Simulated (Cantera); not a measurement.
A closed system holds: 1 mol CsCl, a varied amount of HF, 0.35 mol N2, held at 0.00550 bar.

Cantera equilibrium calculation (NASA polynomials, part measured and part estimated; ideal gas, pure solids and liquids). Candidate condensed phases: Cs, CsCl, CsF, NH4Cl; 32 gas species. The numbers say what is thermodynamically allowed, not how fast it happens.

Q: What condenses at these points (T in K, n(HF) in mol): (1075, 3.3); (850, 4.1); (1050, 4.9); (850, 3.3)?

A: 
```json
[
 {"T (K)": "1075", "n(HF) in mol": "3.3", "condensed phases": "gas only", "Cs condensed (%)": "0.0"},
 {"T (K)": "850", "n(HF) in mol": "4.1", "condensed phases": "CsCl", "Cs condensed (%)": "97.1"},
 {"T (K)": "1050", "n(HF) in mol": "4.9", "condensed phases": "gas only", "Cs condensed (%)": "0.0"},
 {"T (K)": "850", "n(HF) in mol": "3.3", "condensed phases": "CsCl", "Cs condensed (%)": "97.6"}
]
```
